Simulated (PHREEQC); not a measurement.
Dissolve 0.25 mol AgF and 0.0031 mol KNO3 per kg of water at 20 °C. Closed to the air; pH follows from the charge balance.

Equilibrium calculation in PHREEQC: ion-association model, wateq4f.dat.

```json
[
 {"quantity": "pH", "before": "7.67", "after": "5.02"},
 {"quantity": "ionic strength (mol/kgw)", "before": "0.203", "after": "0.200"},
 {"quantity": "F- (mol/kgw)", "before": "0.200", "after": "0.196"},
 {"quantity": "HF (mol/kgw)", "before": "3.97e-6", "after": "0.00175"},
 {"quantity": "HF2- (mol/kgw)", "before": "3.06e-6", "after": "0.00132"}
]
```

Question: What was changed between the two runs?
(A) AgF replaced by NaF at the same molality
(B) KNO3 from 0.0031 to 0.00465 mol/kgw
(C) KNO3 left out
(D) KNO3 replaced by HNO3 at the same molality
(E) AgF from 0.25 to 0.375 mol/kgw

Answer: D, KNO3 replaced by HNO3 at the same molality

No solid was allowed to form. Some of these states are supersaturated (in Ag2O, for instance).
